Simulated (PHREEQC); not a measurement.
Dissolve 0.16 mol/kgw CdSO4 and 0.0076 mol/kgw NiCl2 at 20 °C. Closed to the air; pH follows from the charge balance.

Model: ion-association model, wateq4f.dat, run in PHREEQC.

This is a speciation only: nothing precipitates in the calculation.

Q: Order these Cd species by the share of Cd that they hold, largest first: Cd(SO4)2-2, CdSO4, Cd+2, CdCl+.

A: Cd+2 (41 %), CdSO4 (36 %), Cd(SO4)2-2 (17 %), CdCl+ (5.9 %)

Q: Order these Cl species by the share of Cl that they hold, largest first: Cl-, CdCl+, NiCl+, CdCl2.

A: CdCl+ (62 %), Cl- (37 %), CdCl2 (1.3 %), NiCl+ (0.12 %)

The pH is 5.83 and the ionic strength 0.292 mol/kgw.
